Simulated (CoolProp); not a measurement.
Vapour pressure (MPa) of decamethyltetrasiloxane (MD2M): the reference equation beside estimates from Tc = 599.4 K, pc = 1.144 MPa, ω = 0.635. Clausius-Clapeyron is anchored at 407.9 K with a constant enthalpy of vaporisation of 46.98 kJ/mol.

Computed with CoolProp (reference Helmholtz-energy equation of state, Thol 2017).

```tsv
T (K)	reference	Lee-Kesler	Clausius-Clapeyron	van der Waals	Soave-Redlich-Kwong	Peng-Robinson
375.7	0.005142	0.005254	0.005468	0.1273	0.005238	0.005594
391.8	0.009937	0.01004	0.01014	0.1602	0.01002	0.01053
407.9	0.01793	0.01799	0.01793	0.1983	0.01798	0.01863
424	0.03048	0.03045	0.03033	0.2419	0.03051	0.03124
440.1	0.04926	0.04911	0.04939	0.2913	0.04932	0.05003
456.2	0.07618	0.07587	0.07771	0.3468	0.07644	0.07696
472.3	0.1134	0.1130	0.1185	0.4087	0.1142	0.1143
488.5	0.1638	0.1632	0.1763	0.4776	0.1656	0.1650
```

Absolute difference from the reference over all 8 rows, mean and median: Lee-Kesler 0.6 and 0.4 %, Clausius-Clapeyron 2.9 and 2.0 %, van der Waals 860.8 and 592.5 %, Soave-Redlich-Kwong 0.7 and 0.5 %, Peng-Robinson 3.2 and 2.0 %.
